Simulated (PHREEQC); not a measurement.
A solution holds 0.0047 mol/kgw CuSO4 and 0.00011 mol/kgw HCl, at 25 °C. Closed to the air; pH follows from the charge balance.

The numbers come from PHREEQC with the ion-association model, phreeqc.dat.

```json
[
 {"quantity": "pH", "before": "4.09", "after": "4.70"},
 {"quantity": "ionic strength (mol/kgw)", "before": "0.0146", "after": "0.00342"},
 {"quantity": "Cu+2 (mol/kgw)", "before": "0.00364", "after": "0.000850"},
 {"quantity": "SO4-2 (mol/kgw)", "before": "0.00362", "after": "0.000849"},
 {"quantity": "CuSO4 (mol/kgw)", "before": "0.00105", "after": "8.95e-5"},
 {"quantity": "HSO4- (mol/kgw)", "before": "2.01e-5", "after": "1.37e-6"}
]
```

Task: Which change was made?
A. CuSO4 from 0.0047 to 0.00047 mol/kgw
B. diluted 5-fold with water
C. 0.0011 mol/kgw HNO3 added

Result: B, diluted 5-fold with water

This is a speciation only: nothing precipitates in the calculation.
